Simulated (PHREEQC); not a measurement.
0.018 g of hydrous ferric oxide (600 m²/g; 0.2 weak and 0.005 strong sites per Fe, Dzombak-Morel constants, diffuse double layer) in 1 kg of water with 0.001 mol/kgw of an inert sodium salt and 8.9e-06 mol/kgw CaCl2 and 3.1e-06 mol/kgw MgCl2, at 25 °C; the pH is set by adding NaOH or the inert anion's acid. O2 is buffered at 0.21 atm. No CO2 enters from the air. Precipitation was switched off in this run.

Model: ion-association model, wateq4f.dat, run in PHREEQC.

```json
[
 {"pH": "3", "Ca sorbed (%)": "0.0", "Mg sorbed (%)": "0.0", "surface charge σ (C/m²)": "0.253", "surface potential ψ (mV)": "233"},
 {"pH": "3.5", "Ca sorbed (%)": "0.0", "Mg sorbed (%)": "0.0", "surface charge σ (C/m²)": "0.175", "surface potential ψ (mV)": "225"},
 {"pH": "4", "Ca sorbed (%)": "0.0", "Mg sorbed (%)": "0.0", "surface charge σ (C/m²)": "0.118", "surface potential ψ (mV)": "210"},
 {"pH": "4.5", "Ca sorbed (%)": "0.0", "Mg sorbed (%)": "0.0", "surface charge σ (C/m²)": "0.079", "surface potential ψ (mV)": "191"},
 {"pH": "5", "Ca sorbed (%)": "0.0", "Mg sorbed (%)": "0.0", "surface charge σ (C/m²)": "0.051", "surface potential ψ (mV)": "169"},
 {"pH": "5.5", "Ca sorbed (%)": "0.0", "Mg sorbed (%)": "0.0", "surface charge σ (C/m²)": "0.032", "surface potential ψ (mV)": "145"},
 {"pH": "6", "Ca sorbed (%)": "0.0", "Mg sorbed (%)": "0.0", "surface charge σ (C/m²)": "0.019", "surface potential ψ (mV)": "119"},
 {"pH": "6.5", "Ca sorbed (%)": "0.0", "Mg sorbed (%)": "0.0", "surface charge σ (C/m²)": "0.011", "surface potential ψ (mV)": "92"},
 {"pH": "7", "Ca sorbed (%)": "0.0", "Mg sorbed (%)": "0.1", "surface charge σ (C/m²)": "0.006", "surface potential ψ (mV)": "64"},
 {"pH": "7.5", "Ca sorbed (%)": "0.4", "Mg sorbed (%)": "0.5", "surface charge σ (C/m²)": "0.003", "surface potential ψ (mV)": "35"},
 {"pH": "8", "Ca sorbed (%)": "2.8", "Mg sorbed (%)": "4.7", "surface charge σ (C/m²)": "0.001", "surface potential ψ (mV)": "8"},
 {"pH": "8.5", "Ca sorbed (%)": "9.2", "Mg sorbed (%)": "28.0", "surface charge σ (C/m²)": "-0.001", "surface potential ψ (mV)": "-16"},
 {"pH": "9", "Ca sorbed (%)": "21.2", "Mg sorbed (%)": "71.6", "surface charge σ (C/m²)": "-0.003", "surface potential ψ (mV)": "-37"}
]
```

Complexes and solids missing from the database can't appear. The oxide is taken as insoluble; below pH 4 it would dissolve.
